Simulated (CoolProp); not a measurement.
R13 along the isotherm -82.75 °C: Z from the reference equation and from simpler models built on Tc = 29.9 °C, pc = 3.973 MPa, ω = 0.175; each cubic takes its own stable root.

Values from CoolProp's reference Helmholtz-energy equation of state, Platzer 1990. This equation is an older, rougher fit; its heat capacities, sound speeds and derivatives of the liquid may be far off and weren't checked against measurements.

| p (MPa) | phase | reference | Redlich-Kwong | Soave-Redlich-Kwong |
|---|---|---|---|---|
| 0.0188 | gas | 0.9924 | 0.9942 | 0.9938 |
| 0.0335 | gas | 0.9864 | 0.9895 | 0.9889 |
| 0.0596 | gas | 0.9756 | 0.9813 | 0.9800 |
| 0.106 | liquid | 0.004585 | 0.9662 | 0.004699 |
| 0.188 | liquid | 0.008131 | 0.008495 | 0.008331 |
| 0.335 | liquid | 0.01448 | 0.01513 | 0.01484 |
| 0.596 | liquid | 0.02576 | 0.02689 | 0.02638 |
| 1.06 | liquid | 0.04576 | 0.04774 | 0.04685 |
| 1.88 | liquid | 0.08102 | 0.08442 | 0.08288 |
| 3.35 | liquid | 0.1439 | 0.1497 | 0.1471 |
| 5.96 | liquid | 0.2548 | 0.2641 | 0.2598 |

At some of these states Redlich-Kwong gives the other phase, because its saturation line lies elsewhere.
